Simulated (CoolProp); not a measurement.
Properties of propane at several states.

Computed with CoolProp (reference Helmholtz-energy equation of state, Lemmon 2009).

```tsv
T (K)	p (kPa)	phase	speed of sound (m/s)	Joule-Thomson coefficient (K/MPa)	viscosity (µPa s)	Prandtl number
247	882	liquid	1064	-0.3585	167	3.20
240.2	434	liquid	1104	-0.3822	179	3.29
358.2	676	gas	259.7	10.50	9.82	0.767
559.9	4930	supercritical	315.8	2.882	16.3	0.759
426	160	gas	294.2	6.040	11.5	0.742
175.1	57.9	liquid	1532	-0.5426	413	5.19
```

Viscosity comes from a separate model (Vogel 1998). Thermal conductivity comes from a separate model (Marsh 2002).
